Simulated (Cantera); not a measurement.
Input (Python, Cantera):

```python
import numpy as np
import cantera as ct

gas = ct.Solution("h2o2.yaml")
gas.TPX = 498, 27000, {'H2': 1, 'O2': 0.263, 'N2': 0.737}
flame = ct.FreeFlame(gas, width=0.1)
flame.set_refine_criteria(ratio=3, slope=0.08, curve=0.16)
flame.transport_model = "mixture-averaged"
flame.solve(loglevel=0, auto=True)
z, T = flame.grid, flame.T
thick = (T[-1] - T[0]) / np.gradient(T, z).max()
show = ['H2', 'O2', 'O', 'OH', 'H', 'HO2']
print(f"laminar burning velocity  {flame.velocity[0] * 100:.3f} cm/s")
print(f"burnt temperature         {T[-1]:.1f} K")
print(f"thermal thickness         {thick * 1e3:.4f} mm")
print(f"grid points               {len(z)}")
z0 = z[flame.heat_release_rate.argmax()]
print(f"{'z/mm':>9s}{'T/K':>9s}{'u/(m/s)':>9s}" + "".join(f"{s:>11s}" for s in show))
rows = []
for k in (-3, -2, -1.5, -1, -0.5, -0.25, 0, 0.25, 0.5, 1, 2, 4, 8):
    zz = z0 + k * thick
    rows.append([k * thick, np.interp(zz, z, T), np.interp(zz, z, flame.velocity),
                 *(np.interp(zz, z, flame.X[gas.species_index(s)]) for s in show)])
    print(f"{rows[-1][0] * 1e3:9.3f}{rows[-1][1]:9.1f}{rows[-1][2]:9.3f}" + "".join(f"{x:11.3e}" for x in rows[-1][3:]))
```

It prints:

```
laminar burning velocity  681.729 cm/s
burnt temperature         2385.7 K
thermal thickness         2.1884 mm
grid points               148
     z/mm      T/K  u/(m/s)         H2         O2          O         OH          H        HO2
   -6.565    498.0    6.817  5.000e-01  1.315e-01  1.399e-18  2.383e-20  3.767e-18  2.584e-15
   -4.377    498.0    6.817  5.000e-01  1.315e-01  4.442e-15  7.951e-17  9.445e-14  4.765e-12
   -3.283    498.0    6.817  5.000e-01  1.315e-01  3.437e-13  6.663e-15  1.736e-11  3.100e-10
   -2.188    498.0    6.817  5.000e-01  1.315e-01  2.931e-10  2.267e-11  2.730e-08  1.440e-07
   -1.094    511.5    6.986  4.981e-01  1.314e-01  8.928e-06  5.981e-05  2.781e-04  1.266e-04
   -0.547    720.5    9.648  4.652e-01  1.261e-01  2.764e-04  5.217e-04  1.296e-02  6.944e-05
    0.000   1163.5   15.116  3.147e-01  7.361e-02  5.327e-03  2.775e-03  8.768e-02  2.398e-05
    0.547   1433.3   18.484  2.041e-01  1.087e-02  4.834e-03  5.096e-03  1.352e-01  3.476e-06
    1.094   1536.8   19.694  1.959e-01  2.858e-03  3.548e-03  5.891e-03  1.319e-01  8.582e-07
    2.188   1651.9   20.995  2.045e-01  1.939e-03  3.247e-03  6.972e-03  1.169e-01  5.306e-07
    4.377   1784.4   22.452  2.158e-01  1.566e-03  2.795e-03  7.883e-03  9.832e-02  3.947e-07
    8.753   1929.1   23.995  2.276e-01  1.124e-03  2.117e-03  8.276e-03  7.816e-02  2.740e-07
   17.507   2067.4   25.427  2.385e-01  7.098e-04  1.396e-03  7.854e-03  5.899e-02  1.830e-07
```

Cantera simulation using the H2/O2 subset of GRI-Mech 3.0, which has no nitrogen chemistry; the numbers are that mechanism's predictions, not measurements. Burning velocities carry a grid error of a few per cent, more on coarse grids.
